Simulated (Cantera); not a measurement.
## C2H5OH + H2O + H2 (carbon deposition, reforming and gasification)

A closed system holds: 1 mol C2H5OH, 0.074 mol H2O, 1 mol H2, at 1.33 mbar.

Equilibrium computed with Cantera from the NASA thermochemical tables; the gas is ideal and each condensed phase is pure. Candidate condensed phases: C, C6H6, C7H8, C8H18, H2O; 131 gas species. Ions and electrons are included (thermal ionisation). Rates play no part.

From 1727 °C to 2477 °C the condensed part is C(graphite). From 2727 °C to 4727 °C nothing is condensed. The main C-bearing gas is CO at 1727 °C and C at 4727 °C.

```
T (°C)     x H      x H2    x CO       x C       x O      x C3      x C2  x C2H2 (acetylene)  n C(graphite)
------  ------  --------  ------  --------  --------  --------  --------  ------------------  -------------
1727    0.0387     0.756   0.205   2.28e-8  4.63e-12   2.08e-8   1.76e-9            0.000581          0.920
1977     0.163     0.643   0.192   2.73e-6  5.33e-11   4.87e-6   4.29e-7             0.00215          0.901
2227     0.434     0.397   0.163  0.000125  3.42e-10  0.000373   3.44e-5             0.00430          0.856
2477     0.704     0.141   0.131   0.00283   1.45e-9    0.0127   0.00122             0.00397          0.463
2727     0.803    0.0345   0.115    0.0174   1.13e-8    0.0223   0.00496            0.000448              0
2977     0.814   0.00856   0.110    0.0516   1.06e-7   0.00943   0.00665             2.38e-5              0
3227     0.804   0.00247   0.107    0.0819   1.19e-6   0.00109   0.00332             7.18e-7              0
3477     0.803  0.000855   0.106    0.0893   1.34e-5   6.52e-5  0.000969             1.87e-8              0
3727     0.803  0.000338   0.106    0.0908  0.000120   4.65e-6  0.000294            6.88e-10              0
3977     0.802  0.000149   0.105    0.0918  0.000825   4.46e-7  0.000101            3.70e-11              0
4227     0.799   7.12e-5   0.101    0.0950   0.00435   5.99e-8   4.14e-5            2.89e-12              0
4477     0.790   3.62e-5  0.0880     0.106    0.0161   1.24e-8   2.16e-5              <1e-12              0
4727     0.771   1.92e-5  0.0626     0.126    0.0391   3.86e-9   1.41e-5              <1e-12              0
```
x: gas mole fraction; n: condensed amount in mol.
